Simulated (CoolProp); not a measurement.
Model: reference Helmholtz-energy equation of state, Lemmon 2006, in CoolProp. It is a short technical equation, of lower accuracy than the large ones.

Give the vapour pressure (bar), liquid density (kg/m³), vapour density (kg/m³), surface tension (mN/m) of saturated CH3F (R41) at 149.6, 251.5 K.


```
T (K)  p (bar)  liquid density (kg/m³)  vapour density (kg/m³)  surface tension (mN/m)
-----  -------  ----------------------  ----------------------  ----------------------
149.6   0.0352                     970                  0.0969                    22.9
251.5     10.8                     746                    21.6                    7.15
```

Surface tension comes from a separate correlation (Mulero 2012).
